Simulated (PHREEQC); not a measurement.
Consider water at 20 °C with 0.019 mol H2SO4, 0.22 mol ZnSO4 and 0.24 mol Na2SO4 per kg of water. Closed to the air; pH follows from the charge balance.

The numbers come from PHREEQC with the ion-association model, wateq4f.dat.

Problem. The ionic strength comes out as 0.884 mol/kgw. What activity coefficients do H+, Na+, NaSO4-, Zn+2, Zn(SO4)2-2 get?

Solution. H+ 0.75, Na+ 0.71, NaSO4- 0.66, Zn+2 0.21, Zn(SO4)2-2 0.36.

No solid was allowed to form. Ionic strength above about 0.7 mol/kgw puts this run outside the model's range.
